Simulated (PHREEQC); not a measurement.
Consider water at 20 °C with 0.67 mol HF, 0.036 mol KF and 0.38 mol NaCl per kg of water. Closed to the air; pH follows from the charge balance.

Computed with PHREEQC (ion-association model, wateq4f.dat).

Precipitation was switched off in this run.

### Question
Order these F species by the share of F that they hold, largest first: HF2-, H2F2, NaF, F-, HF.

### Answer
H2F2 (55 %), HF (34 %), HF2- (6.9 %), F- (3.5 %), NaF (0.32 %)

The pH is 1.93 and the ionic strength 0.429 mol/kgw. Species that the database lacks are ignored. wateq4f.dat counts part of the HF as a dimer, H2F2, which phreeqc.dat doesn't know; its constant is uncertain.
